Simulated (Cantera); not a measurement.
Pyrogenic steam for wet oxidation

An isothermal, constant-pressure homogeneous reactor starts with H2 : O2 : N2 = 1.7 : 1 : 2.8 (molar parts), at 1100 K and 0.380 bar.

Computed with Cantera and GRI-Mech 3.0 (53 species, 325 reactions). The temperature is held fixed by assumption; the heat of reaction is taken as removed at once.

| t (s) | x H2 | x O2 | x O | x OH | x NO | x H |
|---|---|---|---|---|---|---|
| 3.00e-5 | 0.309 | 0.182 | 3.85e-9 | 1.68e-9 | <1e-12 | 2.92e-8 |
| 8.88e-5 | 0.309 | 0.182 | 1.61e-6 | 7.04e-7 | <1e-12 | 1.21e-5 |
| 0.000263 | 0.0330 | 0.0514 | 0.00387 | 0.00317 | 3.15e-6 | 0.0264 |
| 0.000777 | 0.00352 | 0.0338 | 0.000198 | 0.000482 | 3.70e-6 | 0.000396 |
| 0.00230 | 0.000736 | 0.0326 | 2.09e-5 | 0.000127 | 3.66e-6 | 1.97e-5 |
| 0.00681 | 0.000160 | 0.0323 | 2.62e-6 | 4.59e-5 | 3.54e-6 | 1.52e-6 |
| 0.0201 | 2.48e-5 | 0.0323 | 3.87e-7 | 2.09e-5 | 3.43e-6 | 1.10e-7 |
| 0.0596 | 1.81e-6 | 0.0323 | 8.28e-8 | 1.09e-5 | 3.52e-6 | 5.01e-9 |
| 0.176 | 1.15e-7 | 0.0323 | 2.41e-8 | 5.99e-6 | 3.65e-6 | 3.26e-10 |
| 0.522 | 2.92e-8 | 0.0323 | 7.93e-9 | 3.43e-6 | 3.69e-6 | 5.66e-11 |
| 1.54 | 1.03e-8 | 0.0323 | 2.77e-9 | 2.03e-6 | 3.70e-6 | 1.23e-11 |
| 4.57 | 5.17e-9 | 0.0323 | 1.13e-9 | 1.30e-6 | 3.70e-6 | 4.07e-12 |
| 13.5 | 4.41e-9 | 0.0323 | 7.59e-10 | 1.06e-6 | 3.69e-6 | 2.86e-12 |
| 40.0 | 4.38e-9 | 0.0323 | 7.35e-10 | 1.04e-6 | 3.69e-6 | 2.80e-12 |
x: mole fraction; the columns are a selection and need not sum to one.

Equilibrium at this temperature and pressure: H2 4.38e-9, O2 0.0322, O 7.32e-10, OH 1.04e-6, NO 2.93e-5, H 2.79e-12 (gas phase only).
